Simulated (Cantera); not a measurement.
Input: 1 mol Si₃N₄, 0.0032 mol H₂O, 400 mol N₂, 0.41 mol N₂O, at 1948 K and 75.0 Torr.

Method: chemical equilibrium by Gibbs-energy minimisation in Cantera with the NASA 1993 tables (ideal gas, pure condensed phases). Candidate condensed phases: H₂O, Si, SiO₂, Si₂N₂O, Si₃N₄; 35 gas species. The tables' values for SiN are old estimates; treat these amounts as uncertain. The numbers say what is thermodynamically allowed, not how fast it happens.

Base state: N₂ 0.999, SiO 0.00103, Si 0.000203, Si₂N 2.29e-5, SiN 1.90e-5 (mole fractions); condensed: Si₃N₄(s).

**Question.** What changes in the equilibrium state with this change: H₂O from 0.0032 to 0.22 mol?

**Answer.** 
```tsv
species	before	after
N₂	0.999	0.998
SiO	0.00103	0.00157
H₂	4.24e-6	0.000507
H	7.36e-6	8.04e-5
Si₂N	2.29e-5	2.29e-5
Si	0.000203	0.000203
Si₃N₄(s), mol	0.826	0.753
```
